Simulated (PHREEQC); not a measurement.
Consider water at 25 °C with 0.18 mol NaH2PO4 and 0.00066 mol Na2B4O7 per kg of water. Closed to the air; pH follows from the charge balance.

Equilibrium calculation in PHREEQC: ion-association model, phreeqc.dat.

| quantity | before | after |
|---|---|---|
| pH | 4.75 | 4.42 |
| ionic strength (mol/kgw) | 0.183 | 0.181 |
| HPO4-2 (mol/kgw) | 0.00152 | 0.000702 |
| H3PO4 (mol/kgw) | 0.000337 | 0.000730 |
| NaHPO4- (mol/kgw) | 0.000165 | 7.60e-5 |

Task: Name the change that produced these shifts.
A. diluted 10-fold with water
B. NaH2PO4 from 0.18 to 0.162 mol/kgw
C. Na2B4O7 left out
D. temperature from 25 to 35 °C
E. diluted 100-fold with water

Result: C, Na2B4O7 left out

No solid was allowed to form.
